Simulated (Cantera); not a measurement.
# Pyrogenic steam for wet oxidation

A perfectly stirred reactor is fed with H2 : O2 : N2 = 1.4 : 1 : 1.5 (molar parts), equivalence ratio 0.70, at 21000 Pa; it is held at 1225 K, and followed from long to short residence time.

Detailed kinetics in Cantera: the H2/O2 subset of GRI-Mech 3.0, which has no nitrogen chemistry. The temperature is held fixed by assumption; the heat of reaction is taken as removed at once.

```
τ (s)       x H2    x O2       x O      x OH   x H2O2    x HO2  x H2O
------  --------  ------  --------  --------  -------  -------  -----
2.9     0.000186  0.0937   2.92e-5  0.000317  6.32e-7  4.41e-6  0.437
1.4     0.000302  0.0937   4.84e-5  0.000404  8.73e-7  6.65e-6  0.437
0.65    0.000504  0.0938   8.27e-5  0.000523  1.20e-6  9.90e-6  0.437
0.31    0.000821  0.0939  0.000138  0.000671  1.61e-6  1.39e-5  0.436
0.15     0.00132  0.0940  0.000229  0.000860  2.10e-6  1.86e-5  0.435
0.069    0.00217  0.0943  0.000390   0.00113  2.72e-6  2.39e-5  0.434
0.033    0.00347  0.0947  0.000641   0.00146  3.36e-6  2.88e-5  0.432
0.016    0.00543  0.0953   0.00104   0.00188  3.99e-6  3.32e-5  0.428
0.0073   0.00872  0.0966   0.00172   0.00247  4.62e-6  3.71e-5  0.423
0.0035    0.0134  0.0984   0.00273   0.00319  5.05e-6  4.00e-5  0.414
```
x: mole fraction; the columns are a selection and need not sum to one.
